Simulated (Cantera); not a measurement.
Input (Python, Cantera) and output of one run.

```python
import numpy as np
import cantera as ct

gas_names = """
    AL ALBr ALBr3 ALN ALO ALO2 AL2 AL2Br6 AL2O AL2O2 Br Br2 N NO NO2 NO3 N2 N2O O O2 O3
""".split()
cond_names = """
    AL(cr) AL(L) ALBr3(s) ALBr3(L) ALN(s) AL2O3(a) AL2O3(L) Br2(cr) Br2(L)
""".split()


# ... load() reads the species with a 1 bar reference pressure and builds the phases ...
atoms = {
    'AlBr3': {'AL': 1, 'Br': 3},
    'N2O': {'N': 2, 'O': 1},
    'N2': {'N': 2},
}
top_T = {'ALN(s)': 2750}  # K; cautious upper limits of use, not melting points


# ... equilibrate(T, P, feed) seeds the gas with the atoms and calls Mixture.equilibrate('TP', solver="vcs", rtol=1e-11, max_steps=5000) ...
results = []
feed = {'AlBr3': 1, 'N2O': 3.8, 'N2': 180}  # mol
P = 1600  # Pa
for T in [775, 925, 1075, 1225, 1375, 1525, 1675, 1825]:
    mix = equilibrate(T, P, feed)
    results.append((T, P, feed, dict(zip(mix.species_names, mix.species_moles))))

top = {s: max(r[3][s] / sum(r[3][g] for g in gas_names) for r in results) for s in gas_names}
cols = sorted((s for s in top if top[s] > 1e-05), key=lambda s: -top[s])[:5]
seen = [c for c in cond_names if any(r[3].get(c, 0) > 1e-12 for r in results)]
print("log10 of partial pressures in bar; condensed amounts in mol")
print(f"{'T/K':>10s}" + "".join(f"{s[:9]:>10s}" for s in cols + seen))
for T, P, feed, n in results:
    ng = sum(n[g] for g in gas_names)
    print(f"{T:10.4g}" + "".join(f"{np.log10(max(n[s] / ng * P / 1e5, 1e-99)):10.3f}" for s in cols)
          + "".join(f"{n.get(c, 0):10.4g}" for c in seen))
```

Result:

```
log10 of partial pressures in bar; condensed amounts in mol
       T/K        N2        Br       Br2        O2        NO  AL2O3(a)
       775    -1.802    -5.671    -3.894    -4.006    -8.404       0.5
       925    -1.802    -4.623    -3.933    -4.006    -7.405       0.5
      1075    -1.804    -3.953    -4.139    -4.008    -6.687       0.5
      1225    -1.805    -3.661    -4.726    -4.010    -6.145       0.5
      1375    -1.806    -3.603    -5.529    -4.013    -5.721       0.5
      1525    -1.806    -3.595    -6.254    -4.019    -5.382       0.5
      1675    -1.806    -3.593    -6.864    -4.028    -5.106       0.5
      1825    -1.806    -3.593    -7.377    -4.043    -4.879       0.5
```

Equilibrium computed with Cantera from the NASA thermochemical tables; the gas is ideal and each condensed phase is pure.
